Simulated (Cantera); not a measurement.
# Equilibrium for silicon carbide growth: (CH3)2SiCl2 + C2H4 + H2

Feed: 1 mol (CH3)2SiCl2, 0.1 mol C2H4, 210 mol H2, equilibrated at 10.0 Torr.

Method: chemical equilibrium by Gibbs-energy minimisation in Cantera with the NASA 1993 tables (ideal gas, pure condensed phases). Candidate condensed phases: C, C6H6, C7H8, C8H18, Si, SiC; 109 gas species. The feed counts by its element totals alone. The tables' values for SiCl are old estimates; treat these amounts as uncertain. Gases not in the tables: Si2H6 and higher silanes. Equilibrium is a limit: real reactors are often held back by kinetics, nucleation or transport.

From 1723 K to 2123 K the condensed part is C(graphite) + SiC(s). At 2223 K the condensed part is C(graphite). At 2323 K nothing is condensed. The main Si-bearing gas is SiCl2 at 1723 K and Si at 2323 K.

```csv
T (K),x H2,x H,x HCl,x C2H2 (acetylene),x Si,x Cl,x SiC2,x Si2C,n C(graphite),n SiC(s)
1723,0.989,0.00157,0.00931,8.95e-5,1.23e-6,1.15e-5,1.12e-8,8.50e-9,1.16,0.999
1823,0.987,0.00373,0.00928,0.000209,8.86e-6,2.67e-5,1.47e-7,1.06e-7,1.11,0.996
1923,0.982,0.00809,0.00922,0.000443,5.19e-5,5.71e-5,1.48e-6,1.01e-6,1.02,0.984
2023,0.973,0.0162,0.00911,0.000869,0.000255,0.000113,1.17e-5,7.68e-6,0.886,0.929
2123,0.958,0.0304,0.00893,0.00159,0.00107,0.000208,7.61e-5,4.78e-5,0.759,0.704
2223,0.930,0.0535,0.00862,0.00270,0.00350,0.000360,0.000367,0.000196,0.793,0
2323,0.893,0.0891,0.00825,0.00427,0.00355,0.000591,0.000524,8.36e-5,0,0
```
x: gas mole fraction; n: condensed amount in mol.
